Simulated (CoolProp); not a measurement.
A simple Rankine cycle with n-perfluorohexane: condensing at 300.15 K, boiler at 0.371 MPa, turbine inlet 449 K, turbine efficiency 0.9, pump efficiency 0.8, no recuperator. Each further row changes one setting.

Model: reference Helmholtz-energy equation of state, Gao 2022, in CoolProp.

| case | thermal efficiency (%) | net work (kJ/kg) | heat in (kJ/kg) | turbine exit temperature (K) | volume ratio over the turbine |
|---|---|---|---|---|---|
| as stated | ? | 22.6 | 227 | ? | ? |
| condensing temperature 292.15 K | 11.0 | 25.8 | ? | 419.7 | 16.7 |
| boiler pressure 0.26 MPa | 8.6 | ? | 228 | 427.3 | ? |
| turbine efficiency 0.8 | 8.8 | ? | 227 | 425.8 | 11.8 |

Some entries are withheld; supply them.


- as stated, thermal efficiency (%): 9.9
- as stated, turbine exit temperature (K): 423.2
- as stated, volume ratio over the turbine: 11.7
- condensing temperature 292.15 K, heat in (kJ/kg): 235
- boiler pressure 0.26 MPa, net work (kJ/kg): 19.6
- boiler pressure 0.26 MPa, volume ratio over the turbine: 8.09
- turbine efficiency 0.8, net work (kJ/kg): 20.0
